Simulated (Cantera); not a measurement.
Feed: 1 mol CH₃F, 0.024 mol HCl, at 2700 K.

Equilibrium computed with Cantera from the NASA thermochemical tables; the gas is ideal and each condensed phase is pure. Candidate condensed phases: C, C₆H₆, C₇H₈, C₈H₁₈; 118 gas species. Kinetics and transport are ignored.

Question: Which condensed phases are stable at each of these points (P (Pa)): 1, 10, 100, 1000, 10000, 100000?

Answer: 
```
P (Pa)  condensed phases  C condensed (%)
------  ----------------  ---------------
1               gas only              0.0
10              gas only              0.0
100          C(graphite)             89.2
1000         C(graphite)             95.8
10000        C(graphite)             95.7
100000       C(graphite)             95.4
```

From 1.00e-5 bar to 0.000100 bar nothing is condensed. From 0.00100 bar to 1.00 bar the condensed part is C(graphite).
